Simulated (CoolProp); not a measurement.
Properties of sulfur dioxide at several states (Tc = 157.5 °C, pc = 7.887 MPa, ω = 0.256).

The numbers come from the reference Helmholtz-energy equation of state, Gao 2016 in CoolProp.

| T (°C) | p (MPa) | phase | Z | cp (kJ/(kg K)) | cv (kJ/(kg K)) | speed of sound (m/s) | isothermal compressibility (1/MPa) | fugacity coefficient |
|---|---|---|---|---|---|---|---|---|
| -49.75 | 19.6 | liquid | 0.4268 | 1.351 | 0.8522 | 1255 | 0.0006351 | 0.0009149 |
| 37.55 | 2 | liquid | 0.03717 | 1.408 | [?] | [?] | 0.001892 | 0.2757 |
| 115.35 | 0.0917 | gas | 0.9942 | 0.6795 | 0.5459 | 249.1 | 10.97 | 0.9942 |
| 17.15 | 35 | liquid | 0.6419 | 1.317 | [?] | 1072 | 0.0009812 | 0.01546 |

Question: Some entries are withheld; supply them.

Answer: 
- 37.55, cv (kJ/(kg K)): 0.8074
- 37.55, speed of sound (m/s): 831.1
- 17.15, cv (kJ/(kg K)): 0.8077
